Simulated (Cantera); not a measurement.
A Cantera script and what it prints.

```python
import numpy as np
import cantera as ct

gas_names = """
    H HNO HNO2 HNO3 HO2 H2 H2O H2O2 N NH NH2 NH3 NH2OH NO NO2 NO3 N2 N2H2 N2H4 N2O O OH O2 O3 Zr ZrN ZrO
    ZrO2
""".split()
cond_names = """
    H2O(s) H2O(L) Zr(a) Zr(b) Zr(L) ZrN(s) ZrN(L) ZrO2(a) ZrO2(b) ZrO2(L)
""".split()


def load(file, names, dense=False):
    # The tables refer to 1 bar. Condensed volumes are neglected.
    table = {s.name: s for s in ct.Species.list_from_file(file)}
    out = []
    for n in names:
        d = dict(table[n].input_data)
        d["thermo"] = dict(d["thermo"], **{"reference-pressure": 1e5})
        if dense:
            d["equation-of-state"] = {"model": "constant-volume", "density": "1e6 g/cm^3"}
        out.append(ct.Species.from_dict(d))
    return out


gas = ct.Solution(thermo="ideal-gas", species=load("nasa_gas.yaml", gas_names))
cond = {s.name: ct.Solution(thermo="fixed-stoichiometry", species=[s], name=s.name)
        for s in load("nasa_condensed.yaml", cond_names, dense=True)}
atoms = {
    'ZrO2': {'Zr': 1, 'O': 2},
    'H2': {'H': 2},
    'N2': {'N': 2},
}
top_T = {}  # K; cautious upper limits of use, not melting points


def equilibrate(T, P, feed):
    n = {}
    for name, mol in feed.items():
        for a, k in atoms[name].items():
            n[a] = n.get(a, 0.0) + k * mol
    gas.TPX = T, P, n
    mass = sum(n.values()) * gas.mean_molecular_weight
    gas.equilibrate("TP")
    valid = [c for c in cond.values() if c.min_temp <= T <= top_T.get(c.name, c.max_temp)]
    mix = ct.Mixture([(gas, mass / gas.mean_molecular_weight)] + [(c, 0.0) for c in valid])
    mix.T, mix.P = T, P
    mix.equilibrate("TP", solver="vcs", rtol=1e-11, max_steps=5000)
    return mix


results = []
T = 1423.15  # K
P = 1000  # Pa
for m in [0.9, 2.2, 5.3, 13, 31, 75, 180, 440, 1100, 2600]:
    feed = {'ZrO2': 1, 'H2': m, 'N2': 15}  # mol
    mix = equilibrate(T, P, feed)
    results.append((T, P, feed, dict(zip(mix.species_names, mix.species_moles))))
    x = sorted(zip(gas.X, gas.species_names), reverse=True)
    print(f"T = {T:g} K  P = {P:g} Pa  n(H2) = {m:g} mol  gas = {mix.phase_moles(0):.4g} mol")
    print("   x: " + "  ".join(f"{s} {v:.3e}" for v, s in x if v > 0.001))
    print("   condensed (mol): " + ("  ".join(f"{mix.phase(i).name} {mix.phase_moles(i):.4g}"
          for i in range(1, mix.n_phases) if mix.phase_moles(i) > 1e-12) or "none"))
```

Result:

```
T = 1423.15 K  P = 1000 Pa  n(H2) = 0.9 mol  gas = 15.9 mol
   x: N2 9.434e-01  H2 5.660e-02
   condensed (mol): ZrN(s) 2.411e-06  ZrO2(a) 1
T = 1423.15 K  P = 1000 Pa  n(H2) = 2.2 mol  gas = 17.2 mol
   x: N2 8.721e-01  H2 1.279e-01
   condensed (mol): ZrN(s) 5.779e-06  ZrO2(a) 1
T = 1423.15 K  P = 1000 Pa  n(H2) = 5.3 mol  gas = 20.3 mol
   x: N2 7.389e-01  H2 2.611e-01
   condensed (mol): ZrN(s) 1.336e-05  ZrO2(a) 1
T = 1423.15 K  P = 1000 Pa  n(H2) = 13 mol  gas = 28 mol
   x: N2 5.357e-01  H2 4.643e-01
   condensed (mol): ZrN(s) 3.023e-05  ZrO2(a) 1
T = 1423.15 K  P = 1000 Pa  n(H2) = 31 mol  gas = 46 mol
   x: H2 6.739e-01  N2 3.261e-01
   condensed (mol): ZrN(s) 6.368e-05  ZrO2(a) 0.9999
T = 1423.15 K  P = 1000 Pa  n(H2) = 75 mol  gas = 90 mol
   x: H2 8.333e-01  N2 1.667e-01
   condensed (mol): ZrN(s) 0.0001303  ZrO2(a) 0.9999
T = 1423.15 K  P = 1000 Pa  n(H2) = 180 mol  gas = 195 mol
   x: H2 9.230e-01  N2 7.692e-02
   condensed (mol): ZrN(s) 0.0002577  ZrO2(a) 0.9997
T = 1423.15 K  P = 1000 Pa  n(H2) = 440 mol  gas = 455 mol
   x: H2 9.670e-01  N2 3.297e-02
   condensed (mol): ZrN(s) 0.0005097  ZrO2(a) 0.9995
T = 1423.15 K  P = 1000 Pa  n(H2) = 1100 mol  gas = 1115 mol
   x: H2 9.865e-01  N2 1.345e-02
   condensed (mol): ZrN(s) 0.001018  ZrO2(a) 0.999
T = 1423.15 K  P = 1000 Pa  n(H2) = 2600 mol  gas = 2615 mol
   x: H2 9.942e-01  N2 5.736e-03
   condensed (mol): ZrN(s) 0.001945  ZrO2(a) 0.9981
```

Equilibrium computed with Cantera from the NASA thermochemical tables; the gas is ideal and each condensed phase is pure. Mutual solubility and eutectic melting of coexisting phases are not modelled. ZrN: taken at fixed stoichiometry. Condensed phases not in the tables: solid solutions among these carbides, nitrides and lower oxides.
